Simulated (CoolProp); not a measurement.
Vapour pressure (kPa) of carbon monoxide: the reference equation beside estimates from Tc = 132.9 K, pc = 3498 kPa, ω = 0.050.

Model: reference Helmholtz-energy equation of state, Lemmon 2006, in CoolProp. It is a short technical equation, of lower accuracy than the large ones.

| T (K) | reference | van der Waals | Redlich-Kwong | Soave-Redlich-Kwong |
|---|---|---|---|---|
| 82.6 | 112.9 | 372.0 | 103.0 | 112.4 |
| 86.6 | 172.1 | 482.4 | 162.5 | 171.6 |
| 90.6 | 252.0 | 612.8 | 244.3 | 251.9 |
| 94.6 | 356.6 | 764.5 | ? | 357.3 |
| 98.6 | 490.1 | 938.7 | 491.7 | 492.2 |
| 102.6 | 656.6 | 1137 | 665.6 | 660.9 |
| 106.7 | ? | 1365 | 884.3 | ? |
| 110.7 | 1113 | 1614 | 1141 | 1125 |
| 114.7 | 1407 | 1890 | ? | 1423 |
| 118.7 | 1752 | 2193 | 1797 | 1773 |
| 122.7 | 2155 | 2525 | ? | 2180 |
| 126.7 | 2623 | 2885 | 2667 | 2648 |

### Question
Fill in the missing entries.

### Answer

- 94.6, Redlich-Kwong: 352.6
- 106.7, reference: 866.1
- 106.7, Soave-Redlich-Kwong: 873.7
- 114.7, Redlich-Kwong: 1444
- 122.7, Redlich-Kwong: 2204

Absolute difference from the reference over all 12 rows, mean and median: van der Waals 85.1 and 65.4 %, Redlich-Kwong 2.8 and 2.4 %, Soave-Redlich-Kwong 0.7 and 0.8 %.
